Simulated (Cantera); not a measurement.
Mixture: CH₄ : O₂ : N₂ : H₂O = 1 : 1.43 : 5.37 : 1.7 (molar parts), equivalence ratio 1.4, at 500000 Pa, adiabatic and at constant volume. Ignition delay is the time to a rise of 400 K.

Model: GRI-Mech 3.0 (53 species, 325 reactions), integrated in Cantera.

Problem. What does this change do: CH4 1 to 1.5 parts?

Solution. 
```
quantity                                                before       after
--------------------------------------------------  ----------  ----------
delay at 1200 K                                        13.7 ms     17.4 ms
delay at 1250 K                                        7.70 ms     9.77 ms
delay at 1300 K                                        4.44 ms     5.60 ms
delay at 1350 K                                        2.59 ms     3.25 ms
delay at 1400 K                                        1.53 ms     1.90 ms
delay at 1450 K                                       0.906 ms     1.11 ms
apparent activation energy between 1350 and 1450 K  170 kJ/mol  170 kJ/mol
```
